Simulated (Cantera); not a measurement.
Feed: 1 mol SiH4, 0.06 mol Cl2, 10 mol N2, 0.51 mol HCl, at 1400 °C and 75.0 Torr.

Equilibrium computed with Cantera from the NASA thermochemical tables; the gas is ideal and each condensed phase is pure. Candidate condensed phases: NH4Cl, Si, Si3N4; 28 gas species. The tables' values for SiCl3 are old estimates; treat these amounts as uncertain. The numbers say what is thermodynamically allowed, not how fast it happens.

Base state: N2 0.784, H2 0.165, HCl 0.0472, SiCl2 0.00264, H 0.000147, SiCl3 8.94e-5, Cl 3.27e-5 (mole fractions); condensed: Si3N4(s).

Q: What changes in the equilibrium state with this change: pressure from 75.0 Torr to 1.13 Torr?

A: 
```json
[
 {"species": "N2", "before": "0.784", "after": "0.785"},
 {"species": "H2", "before": "0.165", "after": "0.174"},
 {"species": "HCl", "before": "0.0472", "after": "0.0263"},
 {"species": "SiCl2", "before": "0.00264", "after": "0.0129"},
 {"species": "Si", "before": "2.28e-7", "after": "0.000250"},
 {"species": "SiCl", "before": "1.63e-6", "after": "0.000119"},
 {"species": "H", "before": "0.000147", "after": "0.00123"},
 {"species": "Cl", "before": "3.27e-5", "after": "0.000145"},
 {"species": "SiCl3", "before": "8.94e-5", "after": "2.90e-5"},
 {"species": "Si3N4(s), mol", "before": "0.322", "after": "0.280"}
]
```
The tables' values for SiCl, SiCl3 are old estimates; treat these amounts as uncertain.
